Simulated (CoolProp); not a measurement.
Vapour-liquid equilibrium of chloromethane (R40) (1) + isobutene (2) at 0.279 MPa; x and y are mole fractions of (1).

Values from CoolProp's multi-fluid Helmholtz-energy mixture model, Thol 2014 and Lemmon 2005; pair parameters Bell 2016.

```
x     bubble temperature (K)  y at the bubble point  dew temperature at overall composition x (K)  liquid density (mol/L)
----  ----------------------  ---------------------  --------------------------------------------  ----------------------
0.05                   293.1                  0.104                                         294.2                   10.83
0.2                    288.2                  0.341                                         291.2                   11.72
0.35                   284.6                  0.510                                         288.0                   12.70
0.5                    281.7                  0.644                                         284.8                   13.81
0.65                   279.4                  0.759                                         281.6                   15.08
0.8                    277.5                  0.865                                         278.7                   16.56
0.95                   275.8                  0.967                                         276.0                   18.30
```

No azeotrope shows between x = 0.05 and 0.95.

Pair parameters are fitted to limited data, so mixtures are less certain than the pure fluids.
